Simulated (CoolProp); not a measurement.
Vapour-liquid equilibrium of acetone (1) + n-heptane (2) at 434.2 K; x and y are mole fractions of (1).

Model: multi-fluid Helmholtz-energy mixture model, Lemmon 2006 and Span 2003; pair parameters Bell 2016, in CoolProp.

**Question.** Give the bubble pressure and the first vapour's composition at x = 0.575, 0.65, 0.875. Is there an azeotrope?

**Answer.** x = 0.575: 1226 kPa, y = 0.735; x = 0.65: 1276 kPa, y = 0.772; x = 0.875: 1386 kPa, y = 0.898. No azeotrope shows between x = 0.05 and 0.95.

The pair parameters rest on a limited set of measurements; away from them the model extrapolates.
